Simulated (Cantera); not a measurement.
Input: 1 mol Ca(OH)2, 0.015 mol C, 16 mol O2, equilibrated at 725 K.

Equilibrium computed with Cantera from the NASA thermochemical tables; the gas is ideal and each condensed phase is pure. Candidate condensed phases: C, C6H6, C7H8, C8H18, Ca, CaCO3, CaO, Ca(OH)2, H2O; 115 gas species. Equilibrium is a limit: real reactors are often held back by kinetics, nucleation or transport.

Task: Which condensed phases are stable at each of these points (P (Pa)): 10, 52, 270, 1400, 7200, 37000, 190000, 1000000?

Result: 
```
P (Pa)                       condensed phases  Ca condensed (%)
-------  ------------------------------------  ----------------
10                                     CaO(s)             100.0
52                                     CaO(s)             100.0
270                                    CaO(s)             100.0
1400                                   CaO(s)             100.0
7200                  CaCO3(calcite) + CaO(s)             100.0
37000                 CaCO3(calcite) + CaO(s)             100.0
190000                CaCO3(calcite) + CaO(s)             100.0
1000000  CaCO3(calcite) + CaO(s) + Ca(OH)2(s)             100.0
```

From 10.0 Pa to 14.0 mbar the condensed part is CaO(s). From 72.0 mbar to 1.90 bar the condensed part is CaCO3(calcite) + CaO(s). At 10.0 bar the condensed part is CaCO3(calcite) + CaO(s) + Ca(OH)2(s).
